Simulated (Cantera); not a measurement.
Feed: 1 mol Si, 0.51 mol Cl2, 5 mol H2, equilibrated at 1.40 bar.

Equilibrium computed with Cantera from the NASA thermochemical tables; the gas is ideal and each condensed phase is pure. Candidate condensed phases: Si; 19 gas species. The tables' values for SiCl3 are old estimates; treat these amounts as uncertain. Equilibrium is a limit: real reactors are often held back by kinetics, nucleation or transport.

x: gas mole fraction; n: condensed amount in mol.

```
T (°C)   x H2    x HCl   x SiCl2  x SiCl4  x SiHCl3  n Si(s)
------  -----  -------  --------  -------  --------  -------
725     0.938  0.00769  0.000107   0.0278    0.0235    0.718
825     0.932   0.0163  0.000581   0.0261    0.0217    0.729
925     0.922   0.0298   0.00226   0.0227    0.0189    0.744
1025    0.907      [?]       [?]      [?]       [?]    0.760
1125    0.891      [?]       [?]      [?]       [?]    0.769
1225    0.877   0.0812    0.0241  0.00515   0.00572    0.771
1325    0.868   0.0899    0.0321  0.00197   0.00273    0.768
```

Problem. What belongs in the gaps?

Solution. 
- 1025, x HCl: 0.0474
- 1025, x SiCl2: 0.00658
- 1025, x SiCl4: 0.0174
- 1025, x SiHCl3: 0.0150
- 1125, x HCl: 0.0661
- 1125, x SiCl2: 0.0144
- 1125, x SiCl4: 0.0108
- 1125, x SiHCl3: 0.0102
